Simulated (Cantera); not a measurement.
# Ignition delay

Mixture: 13.4 % CH3OH, 18.2 % O2, 68.5 % N2, at 5.00 bar, adiabatic and at constant pressure. Ignition delay is the time to a rise of 400 K.

Model: GRI-Mech 3.0 (53 species, 325 reactions), integrated in Cantera. GRI-Mech 3.0 was tuned for natural gas; its chemistry of methanol as a main component is partial and can be far from experiment.

```
T0 (K)  delay (ms)
------  ----------
1175          3.73
1225          1.62
1275         0.755
1325         0.376
1375         0.200
1425         0.112
```

- apparent activation energy between 1325 and 1425 K = 190 kJ/mol
